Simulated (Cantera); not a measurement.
**Low-pressure radical oxidation in H2/O2**

A perfectly stirred reactor is fed with H₂ : O₂ : N₂ = 0.22 : 1 : 2.9 (molar parts), at 0.00530 bar; it is held at 1125 K, and followed from long to short residence time.

Cantera simulation using GRI-Mech 3.0 (53 species, 325 reactions); the numbers are that mechanism's predictions, not measurements. Radical loss at walls, strong at low pressure, is not modelled. The temperature is held fixed by assumption; the heat of reaction is taken as removed at once.

```csv
τ (s),x H₂,x O₂,x HO₂,x H,x OH,x H₂O,x NO₂
0.81,0.00117,0.218,6.27e-7,0.00488,0.00141,0.0501,5.56e-12
0.31,0.00182,0.216,6.49e-7,0.00912,0.00173,0.0469,4.25e-12
0.12,0.00266,0.215,6.53e-7,0.0137,0.00201,0.0433,2.50e-12
0.044,0.00415,0.215,6.54e-7,0.0172,0.00231,0.0397,1.04e-12
0.016,0.00735,0.217,6.54e-7,0.0186,0.00265,0.0355,<1e-12
0.0062,0.0139,0.221,6.42e-7,0.0172,0.00289,0.0295,<1e-12
0.0023,0.0280,0.229,6.00e-7,0.0114,0.00251,0.0184,<1e-12
```
x: mole fraction; the columns are a selection and need not sum to one.
